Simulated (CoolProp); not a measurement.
A closed Brayton cycle with nitrogen: compressor inlet 312.15 K and 3.5 MPa, high pressure 9.21 MPa, turbine inlet 975 K, compressor efficiency 0.85, turbine efficiency 0.85, recuperator effectiveness 0.8 (on enthalpy, no pinch check). Each further row changes one setting.

Model: reference Helmholtz-energy equation of state, Span 2000, in CoolProp.

```csv
case,thermal efficiency (%),net work (kJ/kg),compressor to turbine work,compressor exit (K),turbine exit (K)
as stated,30.8,91.5,0.57,430.3,790.7
turbine inlet 925 K,29.0,80.4,0.61,430.3,___
compressor inlet 322.15 K,29.7,___,0.59,443.9,790.7
high pressure 7.83 MPa,29.9,82.3,0.55,408.1,___
recuperator effectiveness 0.5,___,91.5,0.57,430.3,790.7
```

Fill in the missing entries.


- turbine inlet 925 K, turbine exit (K): 748.6
- compressor inlet 322.15 K, net work (kJ/kg): 87.4
- high pressure 7.83 MPa, turbine exit (K): 818.9
- recuperator effectiveness 0.5, thermal efficiency (%): 22.0
